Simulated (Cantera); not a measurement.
An isothermal, constant-pressure homogeneous reactor starts with 39.7 % H2, 36.1 % O2, 24.2 % N2, equivalence ratio 0.55, at 875 K and 203 Torr.

Cantera simulation using the H2/O2 subset of GRI-Mech 3.0, which has no nitrogen chemistry; the numbers are that mechanism's predictions, not measurements. Below about 950 K walls govern HO2 and H2O2 in real vessels. The temperature is held fixed by assumption; the heat of reaction is taken as removed at once.

Predict: x(H2) at 2.00 s; x(O2) at 2.00 s; x(O) at 2.00 s; x(H) at 2.00 s; x(H2O) at 2.00 s.


| Item | Value |
|---|---|
| x(H2) at 2.00 s | 0.220 (gas-phase equilibrium 2.65e-12) |
| x(O2) at 2.00 s | 0.290 (gas-phase equilibrium 0.203) |
| x(O) at 2.00 s | 4.60e-8 (gas-phase equilibrium 1.79e-12) |
| x(H) at 2.00 s | 2.24e-7 (gas-phase equilibrium <1e-12) |
| x(H2O) at 2.00 s | 0.220 (gas-phase equilibrium 0.495) |
